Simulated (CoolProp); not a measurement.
p-xylene along the isobar 20.5 MPa: Z from the reference equation and from simpler models built on Tc = 343.0 °C, pc = 3.532 MPa, ω = 0.324; each cubic takes its own stable root.

Computed with CoolProp (reference Helmholtz-energy equation of state, Zhou 2012).

```csv
T (°C),phase,reference
53.15,liquid,0.9451
82.95,liquid,0.8907
112.75,liquid,0.8462
142.55,liquid,0.8098
172.45,liquid,0.7801
202.25,liquid,0.7563
232.05,liquid,0.7377
261.85,liquid,0.7240
```

Q: How far does each simpler model (van der Waals, Redlich-Kwong, Soave-Redlich-Kwong, Peng-Robinson) lie from the reference over these 8 states: mean and median of the absolute difference, and the worst?

A: 
- van der Waals: mean 61.6 %, median 61.9 %, worst +68.9 % at 53.15 °C and 20.5 MPa
- Redlich-Kwong: mean 15.6 %, median 15.6 %, worst +17.2 % at 53.15 °C and 20.5 MPa
- Soave-Redlich-Kwong: mean 12.9 %, median 12.6 %, worst +14.8 % at 53.15 °C and 20.5 MPa
- Peng-Robinson: mean 0.7 %, median 0.3 %, worst +2.4 % at 53.15 °C and 20.5 MPa
